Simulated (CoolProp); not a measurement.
Saturation properties of dodecamethylpentasiloxane (MD3M).

The numbers come from the reference Helmholtz-energy equation of state, Thol 2019 in CoolProp.

```csv
T (°C),p (bar),liquid density (kg/m³),vapour density (kg/m³),liquid cp (kJ/(kg K))
225.35,0.9121,659.8,9.411,2.148
233.55,1.102,649.3,11.37,2.168
241.75,1.321,638.5,___,2.188
249.95,1.573,627.3,16.33,2.208
258.15,1.861,615.7,19.45,2.230
266.35,2.188,603.6,23.09,2.253
274.45,___,___,27.29,2.277
282.65,2.970,577.7,32.28,2.304
290.85,3.438,563.5,38.15,2.334
299.05,___,548.2,45.13,2.369
307.25,4.548,531.6,53.51,2.410
315.45,5.200,513.3,63.74,2.463
323.65,5.926,492.5,76.51,2.537
```

Q: Fill in the missing entries.

A: 
- 241.75, vapour density (kg/m³): 13.66
- 274.45, p (bar): 2.554
- 274.45, liquid density (kg/m³): 591.1
- 299.05, p (bar): 3.962

It boils at 229.9 °C under 1 atm.
